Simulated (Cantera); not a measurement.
Charge: 1 mol C, 1.5 mol H2O, held at 2325 K and 5.85 Torr.

Method: chemical equilibrium by Gibbs-energy minimisation in Cantera with the NASA 1993 tables (ideal gas, pure condensed phases). The numbers say what is thermodynamically allowed, not how fast it happens.

| species | before | after |
|---|---|---|
| H2 | 0.375 | 0.593 |
| CO | 0.357 | 0.205 |
| H2O | 0.159 | 0.0968 |
| CO2 | 0.0265 | 0.00589 |
| H | 0.0763 | 0.0959 |
| O2 | 0.000131 | 1.95e-5 |
| O | 0.000743 | 0.000287 |
| OH | 0.00538 | 0.00261 |
Gas species are given as mole fractions.

### Question
Name the change that produced these shifts.
A) pressure from 5.85 Torr to 39.0 Torr
B) temperature from 2325 K to 1448.15 K
C) temperature from 2325 K to 1750 K
D) C replaced by CH4

### Answer
D, C replaced by CH4
